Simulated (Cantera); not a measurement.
An isothermal, constant-pressure homogeneous reactor starts with NH₃ : N₂ = 1 : 0.54 (molar parts), at 1700 K and 0.0987 atm. Integrator tolerance rtol = 1e-08.

Model: the gas-phase N/H chemistry of the illustrative SiF4/NH3 mechanism in the Surface Chemkin manual (1991), integrated in Cantera. Walls and surfaces, which speed up NH3 decomposition in real reactors, are not modelled.

### Question
What does this change do: pressure from 0.0987 atm to 0.661 atm?

### Answer
```
quantity                                            before                                     after
----------------  ----------------------------------------  ----------------------------------------
x(NH₃) at 2.00 s     0.489 (gas-phase equilibrium 1.05e-6)     0.263 (gas-phase equilibrium 7.01e-6)
x(H₂) at 2.00 s        0.145 (gas-phase equilibrium 0.590)       0.351 (gas-phase equilibrium 0.590)
x(N₂) at 2.00 s        0.365 (gas-phase equilibrium 0.409)       0.386 (gas-phase equilibrium 0.409)
x(H) at 2.00 s    2.14e-5 (gas-phase equilibrium 0.000360)  4.79e-5 (gas-phase equilibrium 0.000139)
x(NH₂) at 2.00 s  0.000182 (gas-phase equilibrium 1.62e-9)   9.09e-5 (gas-phase equilibrium 4.19e-9)
x(NH) at 2.00 s   1.37e-6 (gas-phase equilibrium 5.82e-11)  7.07e-7 (gas-phase equilibrium 5.82e-11)
```
